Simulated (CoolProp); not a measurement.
Chlorine at 298.15 K and 0.201 MPa is compressed adiabatically to 0.536 MPa with isentropic efficiency 0.7. Each further row changes one setting.

Model: reference Helmholtz-energy equation of state, Thol 2021, in CoolProp.

```
case             work (kJ/kg)  final temperature (K)  final density (kg/m³)
---------------  ------------  ---------------------  ---------------------
as stated                 [?]                    [?]                   11.4
efficiency 1             37.7                    [?]                    [?]
efficiency 0.65          57.9                    [?]                    [?]
```

**Question.** Complete the blanks.

**Answer.** 
- as stated, work (kJ/kg): 53.8
- as stated, final temperature (K): 409.6
- efficiency 1, final temperature (K): 378.7
- efficiency 1, final density (kg/m³): 12.5
- efficiency 0.65, final temperature (K): 417.6
- efficiency 0.65, final density (kg/m³): 11.2
